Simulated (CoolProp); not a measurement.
Vapour-liquid equilibrium of propane (1) + dimethyl ether (2) at 0.00506 MPa; x and y are mole fractions of (1).

Values from CoolProp's multi-fluid Helmholtz-energy mixture model, Lemmon 2009 and Wu 2011; pair parameters Bell 2016.

```json
[
 {"x": "0.05", "bubble temperature, mixture model (K)": "192.1", "bubble temperature, Raoult's law (K)": "194.8", "y, mixture model": "0.304", "y, Raoult's law": "0.143"},
 {"x": "0.15", "bubble temperature, mixture model (K)": "187.4", "bubble temperature, Raoult's law (K)": "192.3", "y, mixture model": "0.565", "y, Raoult's law": "0.366"},
 {"x": "0.25", "bubble temperature, mixture model (K)": "184.9", "bubble temperature, Raoult's law (K)": "190.2", "y, mixture model": "0.674", "y, Raoult's law": "0.528"},
 {"x": "0.35", "bubble temperature, mixture model (K)": "183.5", "bubble temperature, Raoult's law (K)": "188.3", "y, mixture model": "0.733", "y, Raoult's law": "0.649"},
 {"x": "0.45", "bubble temperature, mixture model (K)": "182.6", "bubble temperature, Raoult's law (K)": "186.7", "y, mixture model": "0.772", "y, Raoult's law": "0.742"},
 {"x": "0.55", "bubble temperature, mixture model (K)": "181.9", "bubble temperature, Raoult's law (K)": "185.2", "y, mixture model": "0.803", "y, Raoult's law": "0.814"},
 {"x": "0.65", "bubble temperature, mixture model (K)": "181.4", "bubble temperature, Raoult's law (K)": "183.8", "y, mixture model": "0.833", "y, Raoult's law": "0.871"},
 {"x": "0.75", "bubble temperature, mixture model (K)": "180.9", "bubble temperature, Raoult's law (K)": "182.6", "y, mixture model": "0.865", "y, Raoult's law": "0.917"},
 {"x": "0.85", "bubble temperature, mixture model (K)": "180.5", "bubble temperature, Raoult's law (K)": "181.5", "y, mixture model": "0.906", "y, Raoult's law": "0.955"},
 {"x": "0.95", "bubble temperature, mixture model (K)": "180.1", "bubble temperature, Raoult's law (K)": "180.5", "y, mixture model": "0.962", "y, Raoult's law": "0.986"}
]
```

The largest gap from Raoult's law is -5.3 K in bubble temperature, at x = 0.25. No azeotrope shows between x = 0.05 and 0.95.

The pair parameters rest on a limited set of measurements; away from them the model extrapolates.
